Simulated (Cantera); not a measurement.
**Ignition delay**

Mixture: CO : H2 : O2 : N2 = 1 : 0.33 : 1.36 : 5.1 (molar parts), at 2100000 Pa, adiabatic and at constant pressure. Ignition delay is the time to a rise of 400 K.

Cantera simulation using GRI-Mech 3.0 (53 species, 325 reactions); the numbers are that mechanism's predictions, not measurements. The hydrogen kinetics of GRI-Mech 3.0 are dated; newer H2 mechanisms differ, most at raised pressure. The pressure lies above the range GRI-Mech 3.0 was tuned for (to about 10 atm).

```json
[
 {"T0 (K)": "1073", "delay (ms)": "1.09"},
 {"T0 (K)": "1148", "delay (ms)": "0.244"},
 {"T0 (K)": "1223", "delay (ms)": "0.0596"},
 {"T0 (K)": "1298", "delay (ms)": "0.0154"},
 {"T0 (K)": "1373", "delay (ms)": "0.00551"},
 {"T0 (K)": "1448", "delay (ms)": "0.00304"},
 {"T0 (K)": "1523", "delay (ms)": "0.00210"}
]
```

```yaml
apparent activation energy between 1373 and 1523 K: 110 kJ/mol
```
